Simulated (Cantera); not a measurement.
What does this Cantera script print?

```python
import numpy as np
import cantera as ct

gas_names = """
    F F2 N NF NF2 NF3 N2 Si SiF SiF2 SiF3 SiF4 SiN Si2 Si2N Si3
""".split()
cond_names = """
    Si(cr) Si(L) Si3N4(a)
""".split()


def load(file, names, dense=False):
    # The tables refer to 1 bar. Condensed volumes are neglected.
    table = {s.name: s for s in ct.Species.list_from_file(file)}
    out = []
    for n in names:
        d = dict(table[n].input_data)
        d["thermo"] = dict(d["thermo"], **{"reference-pressure": 1e5})
        if dense:
            d["equation-of-state"] = {"model": "constant-volume", "density": "1e6 g/cm^3"}
        out.append(ct.Species.from_dict(d))
    return out


gas = ct.Solution(thermo="ideal-gas", species=load("nasa_gas.yaml", gas_names))
cond = {s.name: ct.Solution(thermo="fixed-stoichiometry", species=[s], name=s.name)
        for s in load("nasa_condensed.yaml", cond_names, dense=True)}
atoms = {
    'Si': {'Si': 1},
    'F2': {'F': 2},
    'N2': {'N': 2},
}
top_T = {'Si3N4(a)': 2400}  # K; cautious upper limits of use, not melting points


def equilibrate(T, P, feed):
    n = {}
    for name, mol in feed.items():
        for a, k in atoms[name].items():
            n[a] = n.get(a, 0.0) + k * mol
    gas.TPX = T, P, n
    mass = sum(n.values()) * gas.mean_molecular_weight
    gas.equilibrate("TP")
    valid = [c for c in cond.values() if c.min_temp <= T <= top_T.get(c.name, c.max_temp)]
    mix = ct.Mixture([(gas, mass / gas.mean_molecular_weight)] + [(c, 0.0) for c in valid])
    mix.T, mix.P = T, P
    mix.equilibrate("TP", solver="vcs", rtol=1e-11, max_steps=5000)
    return mix


results = []
feed = {'Si': 1, 'F2': 5.5, 'N2': 0.35}  # mol
T = 698.15  # K
P = 10000  # Pa
mix = equilibrate(T, P, feed)
results.append((T, P, feed, dict(zip(mix.species_names, mix.species_moles))))
x = sorted(zip(gas.X, gas.species_names), reverse=True)
print(f"T = {T:g} K  P = {P:g} Pa  gas = {mix.phase_moles(0):.4g} mol")
print("   x: " + "  ".join(f"{s} {v:.3e}" for v, s in x if v > 1e-06))
print("   condensed (mol): " + ("  ".join(f"{mix.phase(i).name} {mix.phase_moles(i):.4g}"
      for i in range(1, mix.n_phases) if mix.phase_moles(i) > 1e-12) or "none"))
```

Output:

```
T = 698.15 K  P = 10000 Pa  gas = 4.158 mol
   x: F2 5.879e-01  SiF4 2.405e-01  NF3 1.681e-01  F 3.365e-03  N2 1.082e-04
   condensed (mol): none
```

Equilibrium computed with Cantera from the NASA thermochemical tables; the gas is ideal and each condensed phase is pure.
